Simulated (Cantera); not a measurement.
A perfectly stirred reactor is fed with CH4 : C2H6 : O2 : N2 : H2O = 1 : 0.14 : 4.08 : 32.2 : 1 (molar parts), equivalence ratio 0.61, at 170000 Pa; it is adiabatic with a 425 K inlet, and is followed from long to short residence time, starting on the burning branch (τ in s: 0.21, 0.11, 0.054, 0.027, 0.014, 0.0068, 0.0034, 0.0017, 0.00086, 0.00043, 0.00022, 0.00011, 5.4e-05).

Cantera simulation using GRI-Mech 3.0 (53 species, 325 reactions); the numbers are that mechanism's predictions, not measurements.

Task: What does this change do: pressure from 170000 Pa to 62000 Pa?

Result: 
| quantity | before | after |
|---|---|---|
| blow-out, bracketed by the residence times tried | burning at 0.210 s, out at 0.110 s | burning at 0.110 s, out at 54.0 ms |
| x(CH4) at τ = 0.210 s | 0.000256 | 8.56e-5 |
| x(C2H6) at τ = 0.210 s | 1.01e-5 | 3.07e-6 |
| x(O2) at τ = 0.210 s | 0.0432 | 0.0420 |
| x(CO) at τ = 0.210 s | 0.00235 | 0.000878 |
| x(N2O) at τ = 0.210 s | 4.97e-7 | 3.39e-7 |
| x(CH4) at τ = 3.40 ms | 0.0260 | 0.0260 |
| x(C2H6) at τ = 3.40 ms | 0.00364 | 0.00364 |
| x(O2) at τ = 3.40 ms | 0.106 | 0.106 |
| x(CO) at τ = 3.40 ms | <1e-12 | <1e-12 |
| x(N2O) at τ = 3.40 ms | <1e-12 | <1e-12 |

Task: What does this change do: pressure from 170000 Pa to 250000 Pa?

Result: 
```csv
quantity,before,after
"blow-out, bracketed by the residence times tried","burning at 0.210 s, out at 0.110 s","burning at 0.210 s, out at 0.110 s"
x(CH4) at τ = 0.210 s,0.000256,0.000378
x(C2H6) at τ = 0.210 s,1.01e-5,1.48e-5
x(O2) at τ = 0.210 s,0.0432,0.0439
x(CO) at τ = 0.210 s,0.00235,0.00322
x(N2O) at τ = 0.210 s,4.97e-7,5.29e-7
x(CH4) at τ = 3.40 ms,0.0260,0.0260
x(C2H6) at τ = 3.40 ms,0.00364,0.00364
x(O2) at τ = 3.40 ms,0.106,0.106
x(CO) at τ = 3.40 ms,<1e-12,<1e-12
x(N2O) at τ = 3.40 ms,<1e-12,<1e-12
```
